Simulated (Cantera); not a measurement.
A closed system holds: 1 mol MgCO₃, 0.46 mol H₂S, 0.092 mol O₂, equilibrated at 2.40 bar.

Method: chemical equilibrium by Gibbs-energy minimisation in Cantera with the NASA 1993 tables (ideal gas, pure condensed phases). Candidate condensed phases: C, C₆H₆, C₇H₈, C₈H₁₈, H₂O, H₂SO₄, Mg, MgCO₃, MgO, Mg(OH)₂, MgS, MgSO₄, S; 130 gas species. Gases not in the tables: S₃ to S₇. The numbers say what is thermodynamically allowed, not how fast it happens.

Q: Which condensed phases are stable at each of these points (T (K)): 600, 700, 800, 900, 1000, 1100, 1200, 1300, 1400, 1500, 1600, 1700, 1800, 1900?

A: 
```json
[
 {"T (K)": "600", "condensed phases": "MgCO₃(s) + MgO(s) + S(l)", "Mg condensed (%)": "100.0"},
 {"T (K)": "700", "condensed phases": "MgO(s)", "Mg condensed (%)": "100.0"},
 {"T (K)": "800", "condensed phases": "MgO(s)", "Mg condensed (%)": "100.0"},
 {"T (K)": "900", "condensed phases": "MgO(s)", "Mg condensed (%)": "100.0"},
 {"T (K)": "1000", "condensed phases": "MgO(s)", "Mg condensed (%)": "100.0"},
 {"T (K)": "1100", "condensed phases": "MgO(s)", "Mg condensed (%)": "100.0"},
 {"T (K)": "1200", "condensed phases": "MgO(s)", "Mg condensed (%)": "100.0"},
 {"T (K)": "1300", "condensed phases": "MgO(s)", "Mg condensed (%)": "100.0"},
 {"T (K)": "1400", "condensed phases": "MgO(s)", "Mg condensed (%)": "100.0"},
 {"T (K)": "1500", "condensed phases": "MgO(s)", "Mg condensed (%)": "100.0"},
 {"T (K)": "1600", "condensed phases": "MgO(s)", "Mg condensed (%)": "100.0"},
 {"T (K)": "1700", "condensed phases": "MgO(s)", "Mg condensed (%)": "100.0"},
 {"T (K)": "1800", "condensed phases": "MgO(s)", "Mg condensed (%)": "100.0"},
 {"T (K)": "1900", "condensed phases": "MgO(s)", "Mg condensed (%)": "100.0"}
]
```

At 600 K the condensed part is MgCO₃(s) + MgO(s) + S(l). From 700 K to 1900 K the condensed part is MgO(s).
